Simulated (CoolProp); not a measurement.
Vapour-liquid equilibrium of neopentane (1) + n-pentane (2) at 374.7 K; x and y are mole fractions of (1).

Computed with CoolProp (multi-fluid Helmholtz-energy mixture model, Lemmon 2006 and Thol 2019; pair parameters Bell 2016).

```
x      bubble pressure (kPa)  y at the bubble point  dew pressure at overall composition x (kPa)  liquid density (mol/L)
-----  ---------------------  ---------------------  -------------------------------------------  ----------------------
0.05                   639.9                  0.081                                        629.6                   7.383
0.125                  678.9                  0.193                                        654.6                   7.332
0.2                    718.2                  0.294                                        681.5                   7.281
0.275                  757.7                  0.386                                        710.5                   7.229
0.35                   797.4                  0.470                                        741.8                   7.177
0.425                  837.4                  0.547                                        775.8                   7.124
0.5                    877.5                  0.619                                        812.6                   7.069
0.575                  917.9                  0.685                                        852.6                   7.014
0.65                   958.5                  0.748                                        896.0                   6.958
0.725                  999.5                  0.807                                        943.2                   6.901
0.8                     1041                  0.863                                        994.6                   6.842
0.875                   1083                  0.916                                         1050                   6.782
0.95                    1125                  0.967                                         1111                   6.720
```

No azeotrope shows between x = 0.05 and 0.95.

Pair parameters are fitted to limited data, so mixtures are less certain than the pure fluids.
